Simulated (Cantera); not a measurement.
Input (Python, Cantera):

```python
import numpy as np
import cantera as ct

gas = ct.Solution("h2o2.yaml")
gas.TP = 300, 101325
flame = ct.CounterflowDiffusionFlame(gas, width=0.02)
flame.fuel_inlet.X, flame.fuel_inlet.T = {'H2': 1, 'N2': 1.3}, 400
flame.oxidizer_inlet.X, flame.oxidizer_inlet.T = {'O2': 0.23, 'N2': 0.77}, 300
flame.set_refine_criteria(ratio=3, slope=0.12, curve=0.24, prune=0.03)
show = ['OH', 'H', 'H2O', 'HO2']

rows = []
print(f"{'mdot':>8s}{'a_max':>10s}{'a_mean':>10s}{'Tmax/K':>9s}" + "".join(f"{s:>11s}" for s in show) + "   (peak mole fractions)")
for i, mdot in enumerate([0.61, 0.8, 1, 1.4, 1.8, 2.4, 3.1, 4.1, 5.4, 7.1]):  # kg/m2/s on the oxidiser side
    flame.oxidizer_inlet.mdot, flame.fuel_inlet.mdot = mdot, 0.61 * mdot
    flame.solve(loglevel=0, auto=(i == 0))
    if flame.T.max() < max(400, 300) + 100:
        print(f"{mdot:8.3g}  no burning solution found from the previous one")
        break
    dT = np.abs(np.gradient(flame.T, flame.grid))
    rows.append([flame.strain_rate("max"), flame.strain_rate("mean"), flame.T.max(),
                 *(flame.X[gas.species_index(s)].max() for s in show), max(dT[0], dT[-1]) / dT.max()])
    print(f"{mdot:8.3g}{rows[-1][0]:10.1f}{rows[-1][1]:10.1f}{rows[-1][2]:9.1f}" + "".join(f"{x:11.3e}" for x in rows[-1][3:-1]))
```

Output:

```
    mdot     a_max    a_mean   Tmax/K         OH          H        H2O        HO2   (peak mole fractions)
    0.61     275.8      62.5   2058.3  1.041e-02  8.553e-03  2.503e-01  3.440e-05
     0.8     352.5      82.0   2031.0  1.057e-02  9.485e-03  2.481e-01  4.293e-05
       1     431.7     102.5   2006.0  1.064e-02  1.028e-02  2.462e-01  5.078e-05
     1.4     587.8     143.4   1965.6  1.063e-02  1.157e-02  2.432e-01  6.396e-05
     1.8     741.7     184.4   1935.5  1.063e-02  1.262e-02  2.410e-01  7.504e-05
     2.4     974.0     245.9   1906.0  1.072e-02  1.401e-02  2.393e-01  8.958e-05
     3.1    1238.0     317.6   1875.4  1.072e-02  1.525e-02  2.371e-01  1.036e-04
     4.1    1609.0     420.1   1836.6  1.053e-02  1.659e-02  2.346e-01  1.206e-04
     5.4    2084.9     553.3   1799.1  1.031e-02  1.798e-02  2.318e-01  1.384e-04
     7.1    2697.0     727.4   1758.7  9.971e-03  1.936e-02  2.285e-01  1.578e-04
```

Detailed kinetics in Cantera: the H2/O2 subset of GRI-Mech 3.0, which has no nitrogen chemistry. The maximum strain rate includes the flame's own expansion and is several times the mean.
